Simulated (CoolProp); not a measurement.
Properties of dodecamethylcyclohexasiloxane (D6) along the isobar 1.01 bar.

Computed with CoolProp (reference Helmholtz-energy equation of state, Colonna 2008). It is a short technical equation, of lower accuracy than the large ones.

```tsv
T (K)	phase	cp (kJ/(kg K))	cv (kJ/(kg K))	Joule-Thomson coefficient (K/MPa)	isothermal compressibility (1/MPa)	fugacity coefficient
292.3	liquid	1.568	1.416	-0.4390	0.002481	1.873e-5
304.1	liquid	1.587	1.433	-0.4279	0.002663	5.768e-5
315.9	liquid	1.607	1.451	-0.4158	0.002862	0.0001595
327.7	liquid	1.629	1.471	-0.4029	0.003080	0.0004017
339.5	liquid	1.651	1.492	-0.3892	0.003319	0.0009305
351.3	liquid	1.675	1.514	-0.3747	0.003583	0.002002
363.1	liquid	1.699	1.536	-0.3594	0.003874	0.004036
375	liquid	1.723	1.559	-0.3430	0.004200	0.007712
386.8	liquid	1.748	1.582	-0.3257	0.004562	0.01390
398.6	liquid	1.772	1.604	-0.3072	0.004969	0.02391
410.4	liquid	1.797	1.627	-0.2871	0.005428	0.03941
422.2	liquid	1.822	1.649	-0.2654	0.005950	0.06250
434	liquid	1.846	1.671	-0.2414	0.006549	0.09572
```
